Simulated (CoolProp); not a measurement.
Computed with CoolProp (reference Helmholtz-energy equation of state, Kamei 1995).

### Question
Give the vapour pressure (bar), liquid density (kg/m³), vapour density (kg/m³), enthalpy of vaporisation (kJ/kg) of saturated R22 at 22.15 °C.

### Answer
| T (°C) | p (bar) | liquid density (kg/m³) | vapour density (kg/m³) | enthalpy of vaporisation (kJ/kg) |
|---|---|---|---|---|
| 22.15 | 9.66 | 1200 | 40.9 | 186 |
